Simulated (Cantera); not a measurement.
Input: 1 mol SiO₂, 0.046 mol Si, 0.039 mol N₂, equilibrated at 2100 K.

Cantera equilibrium calculation (NASA polynomials, part measured and part estimated; ideal gas, pure solids and liquids). Candidate condensed phases: Si, SiO₂, Si₂N₂O, Si₃N₄; 16 gas species. Mutual solubility and eutectic melting of coexisting phases are not modelled. The tables hold silica as quartz up to 1696 K and as liquid above; real silica turns to tridymite and cristobalite and melts near 1996 K. Equilibrium is a limit: real reactors are often held back by kinetics, nucleation or transport.

Question: At 0.630 bar, list the 3 most abundant gas species with their mole fractions, and the condensed phases.

Answer: N₂ 0.595, SiO 0.405, Si 2.34e-5. Condensed: SiO₂(l) + Si₂N₂O(s).
